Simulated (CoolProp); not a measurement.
Aqueous lithium chloride as a coolant, at 10 °C, 1 atm.

Values from CoolProp's Melinder's fits for secondary coolants.

```json
[
 {"mass %": "2.1", "freezing point (°C)": "-1.7", "Prandtl number": "9.89", "density (kg/m³)": "[?]", "viscosity (mPa s)": "1.40", "conductivity (W/(m K))": "0.575"},
 {"mass %": "4.7", "freezing point (°C)": "-4.7", "Prandtl number": "10.4", "density (kg/m³)": "1027", "viscosity (mPa s)": "1.51", "conductivity (W/(m K))": "[?]"},
 {"mass %": "7.3", "freezing point (°C)": "[?]", "Prandtl number": "11.0", "density (kg/m³)": "1042", "viscosity (mPa s)": "1.64", "conductivity (W/(m K))": "0.564"},
 {"mass %": "9.8", "freezing point (°C)": "-11.9", "Prandtl number": "11.7", "density (kg/m³)": "[?]", "viscosity (mPa s)": "1.79", "conductivity (W/(m K))": "0.559"},
 {"mass %": "12.4", "freezing point (°C)": "-16.9", "Prandtl number": "12.6", "density (kg/m³)": "1072", "viscosity (mPa s)": "1.97", "conductivity (W/(m K))": "0.553"},
 {"mass %": "14.9", "freezing point (°C)": "-23.6", "Prandtl number": "13.5", "density (kg/m³)": "1087", "viscosity (mPa s)": "2.17", "conductivity (W/(m K))": "0.548"},
 {"mass %": "17.5", "freezing point (°C)": "-32.9", "Prandtl number": "14.6", "density (kg/m³)": "1103", "viscosity (mPa s)": "2.41", "conductivity (W/(m K))": "0.543"},
 {"mass %": "20", "freezing point (°C)": "[?]", "Prandtl number": "15.9", "density (kg/m³)": "1118", "viscosity (mPa s)": "2.69", "conductivity (W/(m K))": "[?]"}
]
```

Fill in the missing entries.


- 2.1, density (kg/m³): 1012
- 4.7, conductivity (W/(m K)): 0.569
- 7.3, freezing point (°C): -8.1
- 9.8, density (kg/m³): 1057
- 20, freezing point (°C): -43.9
- 20, conductivity (W/(m K)): 0.539
